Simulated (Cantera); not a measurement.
An isothermal, constant-pressure homogeneous reactor starts with NO : N2 = 1 : 3.8 (molar parts), at 1823 K and 20.0 Torr. Integrator tolerance rtol = 1e-08.

Model: GRI-Mech 3.0 (53 species, 325 reactions), integrated in Cantera. Radical loss at walls, strong at low pressure, is not modelled.

**Question.** What does this change do: pressure from 20.0 Torr to 450 Torr?

**Answer.** 
| quantity | before | after |
|---|---|---|
| x(NO) at 10.0 s | 0.198 (gas-phase equilibrium 0.00335) | 0.101 (gas-phase equilibrium 0.00335) |
| x(N2O) at 10.0 s | 1.48e-5 (gas-phase equilibrium 3.34e-8) | 4.21e-6 (gas-phase equilibrium 1.59e-7) |
| x(O2) at 10.0 s | 0.00531 (gas-phase equilibrium 0.102) | 0.0538 (gas-phase equilibrium 0.102) |
| x(O) at 10.0 s | 8.98e-5 (gas-phase equilibrium 0.000297) | 4.61e-5 (gas-phase equilibrium 6.27e-5) |
| x(NO2) at 10.0 s | 1.33e-5 (gas-phase equilibrium 9.12e-7) | 9.48e-5 (gas-phase equilibrium 4.33e-6) |
| x(N2) at 10.0 s | 0.797 (gas-phase equilibrium 0.894) | 0.846 (gas-phase equilibrium 0.894) |
